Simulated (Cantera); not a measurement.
Thermodynamics of chemical vapour transport, feed Fe₂O₃ + H₂O

Input: 1 mol Fe₂O₃, 1.7 mol H₂O, equilibrated at 1.00 bar.

Cantera equilibrium calculation (NASA polynomials, part measured and part estimated; ideal gas, pure solids and liquids). Candidate condensed phases: Fe, FeO, Fe(OH)₂, Fe(OH)₃, Fe₂O₃, Fe₃O₄, H₂O; 12 gas species. Mutual solubility and eutectic melting of coexisting phases are not modelled. Equilibrium is a limit: real reactors are often held back by kinetics, nucleation or transport.

From 752 °C to 1027 °C the condensed part is Fe₂O₃(s). At 1052 °C the condensed part is Fe₂O₃(s) + Fe₃O₄(s).

```json
[
 {"T (°C)": "752", "log p H₂O": "0.00", "log p O₂": "-6.70", "log p H₂": "-6.39", "log p OH": "-7.74", "log p Fe(OH)₂": "-9.74", "log p H": "-11.56", "log p O": "<-12", "n Fe₂O₃(s)": "1.00", "n Fe₃O₄(s)": "0"},
 {"T (°C)": "777", "log p H₂O": "0.00", "log p O₂": "-6.50", "log p H₂": "-6.19", "log p OH": "-7.49", "log p Fe(OH)₂": "-9.40", "log p H": "-11.19", "log p O": "<-12", "n Fe₂O₃(s)": "1.00", "n Fe₃O₄(s)": "0"},
 {"T (°C)": "802", "log p H₂O": "0.00", "log p O₂": "-6.31", "log p H₂": "-6.00", "log p OH": "-7.26", "log p Fe(OH)₂": "-9.08", "log p H": "-10.83", "log p O": "<-12", "n Fe₂O₃(s)": "1.00", "n Fe₃O₄(s)": "0"},
 {"T (°C)": "827", "log p H₂O": "0.00", "log p O₂": "-6.13", "log p H₂": "-5.82", "log p OH": "-7.03", "log p Fe(OH)₂": "-8.78", "log p H": "-10.50", "log p O": "-11.67", "n Fe₂O₃(s)": "1.00", "n Fe₃O₄(s)": "0"},
 {"T (°C)": "852", "log p H₂O": "0.00", "log p O₂": "-5.96", "log p H₂": "-5.64", "log p OH": "-6.82", "log p Fe(OH)₂": "-8.49", "log p H": "-10.17", "log p O": "-11.31", "n Fe₂O₃(s)": "1.00", "n Fe₃O₄(s)": "0"},
 {"T (°C)": "877", "log p H₂O": "0.00", "log p O₂": "-5.79", "log p H₂": "-5.47", "log p OH": "-6.61", "log p Fe(OH)₂": "-8.22", "log p H": "-9.86", "log p O": "-10.97", "n Fe₂O₃(s)": "1.00", "n Fe₃O₄(s)": "0"},
 {"T (°C)": "902", "log p H₂O": "0.00", "log p O₂": "-5.63", "log p H₂": "-5.31", "log p OH": "-6.41", "log p Fe(OH)₂": "-7.95", "log p H": "-9.57", "log p O": "-10.65", "n Fe₂O₃(s)": "1.00", "n Fe₃O₄(s)": "0"},
 {"T (°C)": "927", "log p H₂O": "0.00", "log p O₂": "-5.48", "log p H₂": "-5.16", "log p OH": "-6.22", "log p Fe(OH)₂": "-7.70", "log p H": "-9.28", "log p O": "-10.34", "n Fe₂O₃(s)": "1.00", "n Fe₃O₄(s)": "0"},
 {"T (°C)": "952", "log p H₂O": "0.00", "log p O₂": "-5.33", "log p H₂": "-5.01", "log p OH": "-6.04", "log p Fe(OH)₂": "-7.46", "log p H": "-9.01", "log p O": "-10.04", "n Fe₂O₃(s)": "1.00", "n Fe₃O₄(s)": "0"},
 {"T (°C)": "977", "log p H₂O": "0.00", "log p O₂": "-5.19", "log p H₂": "-4.87", "log p OH": "-5.87", "log p Fe(OH)₂": "-7.22", "log p H": "-8.75", "log p O": "-9.75", "n Fe₂O₃(s)": "1.00", "n Fe₃O₄(s)": "0"},
 {"T (°C)": "1002", "log p H₂O": "0.00", "log p O₂": "-5.05", "log p H₂": "-4.73", "log p OH": "-5.70", "log p Fe(OH)₂": "-7.00", "log p H": "-8.50", "log p O": "-9.48", "n Fe₂O₃(s)": "1.00", "n Fe₃O₄(s)": "0"},
 {"T (°C)": "1027", "log p H₂O": "0.00", "log p O₂": "-4.78", "log p H₂": "-4.67", "log p OH": "-5.50", "log p Fe(OH)₂": "-6.82", "log p H": "-8.29", "log p O": "-9.14", "n Fe₂O₃(s)": "1.000", "n Fe₃O₄(s)": "0"},
 {"T (°C)": "1052", "log p H₂O": "0.00", "log p O₂": "-4.43", "log p H₂": "-4.66", "log p OH": "-5.29", "log p Fe(OH)₂": "-6.67", "log p H": "-8.12", "log p O": "-8.77", "n Fe₂O₃(s)": "1.000", "n Fe₃O₄(s)": "0.000189"}
]
```
log p: log10 of the partial pressure in bar; n: condensed amount in mol.
